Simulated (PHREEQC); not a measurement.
Consider water at 22 °C with 0.097 mol Al(NO3)3 and 0.0016 mol KOH per kg of water. Closed to the air; pH follows from the charge balance.

The numbers come from PHREEQC with the ion-association model, phreeqc.dat.

No solid was allowed to form.

Question: What pH, density, specific conductance does the model give?

Answer: pH 3.77; density 1.014 g/cm³; specific conductance 19300 µS/cm.

Question: In which forms is Al present?

Answer: Al+3 98 %, AlOH+2 1.8 % of the Al.

Saturation is exceeded, for instance for Gibbsite (slow to form); the values hold only as long as no solid forms.
